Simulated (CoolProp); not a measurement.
Acetone along the isobar 0.101 MPa: density (kg/m³) from the reference equation and from simpler models built on Tc = 235.0 °C, pc = 4.692 MPa, ω = 0.307; each cubic takes its own stable root.

The numbers come from the reference Helmholtz-energy equation of state, Lemmon 2006 in CoolProp. It is a short technical equation, of lower accuracy than the large ones.

```csv
T (°C),phase,reference,van der Waals,Peng-Robinson
-57.45,liquid,873.4,440.0,749.6
-29.95,liquid,844.2,427.9,732.6
-2.45,liquid,814.8,2.680,713.4
25.05,liquid,784.6,2.420,691.5
52.45,liquid,753.2,2.207,666.5
79.95,gas,2.074,2.029,2.048
107.45,gas,1.903,1.878,1.891
134.95,gas,1.763,1.748,1.757
```

At some of these states van der Waals gives the other phase, because its saturation line lies elsewhere.
